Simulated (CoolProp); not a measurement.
The numbers come from the reference Helmholtz-energy equation of state, Lemmon 2006 in CoolProp. It is a short technical equation, of lower accuracy than the large ones.

Q: Give the vapour pressure (bar), vapour Z, surface tension (mN/m) of saturated neopentane at 76.15 °C.

A: 
```csv
T (°C),p (bar),vapour Z,surface tension (mN/m)
76.15,6.76,0.832,6.16
```

Surface tension comes from a separate correlation (Mulero 2014).
